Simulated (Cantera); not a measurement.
Feed: 1 mol V₂O₅, 2.5 mol H₂, held at 1475 K and 1.33 mbar.

Method: chemical equilibrium by Gibbs-energy minimisation in Cantera with the NASA 1993 tables (ideal gas, pure condensed phases). Candidate condensed phases: H₂O, V, VO, V₂O₃, V₂O₄, V₂O₅; 12 gas species. Condensed phases not in the tables: the oxides between V₂O₃ and V₂O₅ other than VO₂. Rates play no part.

Base state: H₂O 0.800, H₂ 0.200, H 0.000159, OH 1.67e-5 (mole fractions); condensed: V₂O₃(s).

**Question.** What changes in the equilibrium state with this change: V₂O₅ replaced by TiO₂?

**Answer.** 
```
species              before     after
-----------------  --------  --------
H₂                    0.200     0.987
H₂O                   0.800    0.0131
H                  0.000159  0.000353
OH                  1.67e-5   1.23e-7
V₂O₃(s), mol          1.000         0
TiO₂(rutile), mol         0     0.869
Ti₄O₇(s), mol             0    0.0328
```
Mutual solubility and eutectic melting of coexisting phases are not modelled. Condensed phases not in the tables: Magnéli phases beyond Ti₄O₇. Further candidate phases: Ti, TiO, TiO₂, Ti₂O₃, Ti₃O₅, Ti₄O₇.
